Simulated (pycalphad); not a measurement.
CALPHAD calculation (pycalphad, COST 507 light-alloy database (1999)), 1 atm. These are 1990s assessments: newer ones move some temperatures and phases. Amounts are mole fractions of atoms.

Q: Give the equilibrium state of Si-0.3747Al (wt.%) at 1297 °C.

A: 
```
T = 1570.00 K, P = 101325 Pa, N = 1 mol of atoms
G = -61320 J/mol, H = 33384 J/mol, S = 60.32 J/(mol K)  (SER reference)
chemical potentials (J/mol): Si -61102, Al -117110
phase             fraction      x(Si)      x(Al)
DIAMOND_A4          0.9826     0.9999   9.47e-05
LIQUID              0.0174     0.7813     0.2187
```

Q: Give the equilibrium state of Si-0.3747Al (wt.%) at 257 °C.

A: diamond (Si), fraction 0.996, with <0.01 Al wt.%; fcc, fraction 0.004, with 99.97 Al wt.%.

DIAMOND_A4 is diamond (Si).
